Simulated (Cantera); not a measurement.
A closed system holds: 1 mol B2H6, 0.48 mol N2, equilibrated at 2175 K and 1000 Pa.

Equilibrium computed with Cantera from the NASA thermochemical tables; the gas is ideal and each condensed phase is pure. Candidate condensed phases: B, BN; 15 gas species. The feed counts by its element totals alone. Mutual solubility and eutectic melting of coexisting phases are not modelled. The tables' values for BH2 are old estimates; treat these amounts as uncertain. Rates play no part.

Base state: H2 0.825, N2 0.130, H 0.0443, BH2 0.000970, B 0.000193, BH 2.23e-5 (mole fractions); condensed: B(s) + BN(s).

### Question
What changes in the equilibrium state with this change: temperature from 2175 K to 1648 K?

### Answer
```csv
species,before,after
H2,0.825,0.999
H,0.0443,0.000890
BH2,0.000970,3.97e-5
N2,0.130,1.98e-5
B,0.000193,1.07e-8
BH,2.23e-5,1.17e-8
"B(s), mol",1.95,1.04
"BN(s), mol",0.0416,0.960
```
